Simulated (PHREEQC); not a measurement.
Consider water at 20 °C with 0.0022 mol/kgw HF, 0.00093 mol/kgw NH4F and 0.00054 mol/kgw H2SO4. Closed to the air; pH follows from the charge balance.

All values are PHREEQC results (ion-association model, phreeqc.dat), not measurements.

Precipitation was switched off in this run.

Q: Order these F species by the share of F that they hold, largest first: HF, F-, HF2-.

A: HF (61 %), F- (38 %), HF2- (0.54 %)

Q: Order these S species by the share of S that they hold, largest first: SO4-2, HSO4-, NH4SO4-.

A: SO4-2 (91 %), HSO4- (8.3 %), NH4SO4- (0.86 %)

The pH is 2.91 and the ionic strength 0.00272 mol/kgw.
